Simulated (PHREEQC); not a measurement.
Synthetic water in mmol/kgw, 45 °C, pH 1.83, pe 11.3: Na 12.3; K 0.0237; Ca 1.58; Mg 1.12; Cl 6.35; S(6) 23; Cu(2) 0.431; O(0) (counted as O atoms) 0.381; Al 2.19; Pb 0.0364.

Valence states are taken as typed.

Equilibrium calculation in PHREEQC: ion-association model, phreeqc.dat.

Each row changes one thing in this solution. Precipitation was switched off in this run.

```json
[
 {"case": "as made", "ionic strength (mol/kgw)": "0.0474", "HSO4- (mol/kgw)": "0.0110", "SO4-2 (mol/kgw)": "0.00859", "Ca+2 (mol/kgw)": "0.00110", "Mg+2 (mol/kgw)": "0.000657", "Al+3 (mol/kgw)": "0.000355", "SI of Anglesite (PbSO4)": "+0.15", "SI of Gypsum (CaSO4:2H2O)": "-1.09"},
 {"case": "S(6) from 23 to 11.5 mmol/kgw", "ionic strength (mol/kgw)": "0.0367", "HSO4- (mol/kgw)": "0.00519", "SO4-2 (mol/kgw)": "0.00384", "Ca+2 (mol/kgw)": "0.00129", "Mg+2 (mol/kgw)": "___", "Al+3 (mol/kgw)": "0.000616", "SI of Anglesite (PbSO4)": "-0.02", "SI of Gypsum (CaSO4:2H2O)": "-1.31"},
 {"case": "temperature from 45 to 80 °C at the same typed pH", "ionic strength (mol/kgw)": "0.0426", "HSO4- (mol/kgw)": "___", "SO4-2 (mol/kgw)": "0.00473", "Ca+2 (mol/kgw)": "0.00120", "Mg+2 (mol/kgw)": "0.000639", "Al+3 (mol/kgw)": "0.000472", "SI of Anglesite (PbSO4)": "-0.20", "SI of Gypsum (CaSO4:2H2O)": "-1.20"},
 {"case": "all concentrations times 4 at the same typed pH", "ionic strength (mol/kgw)": "___", "HSO4- (mol/kgw)": "0.0350", "SO4-2 (mol/kgw)": "0.0372", "Ca+2 (mol/kgw)": "0.00336", "Mg+2 (mol/kgw)": "___", "Al+3 (mol/kgw)": "0.000681", "SI of Anglesite (PbSO4)": "+0.83", "SI of Gypsum (CaSO4:2H2O)": "___"}
]
```

Problem. Complete the blanks.

Solution. 
- S(6) from 23 to 11.5 mmol/kgw, Mg+2 (mol/kgw): 0.000823
- temperature from 45 to 80 °C at the same typed pH, HSO4- (mol/kgw): 0.0153
- all concentrations times 4 at the same typed pH, ionic strength (mol/kgw): 0.158
- all concentrations times 4 at the same typed pH, Mg+2 (mol/kgw): 0.00182
- all concentrations times 4 at the same typed pH, SI of Gypsum (CaSO4:2H2O): -0.29

Some of these states are supersaturated (in Anglesite, for instance). Away from 25 °C the constants follow the database's enthalpies or fits; those with neither stay at their 25 °C values.
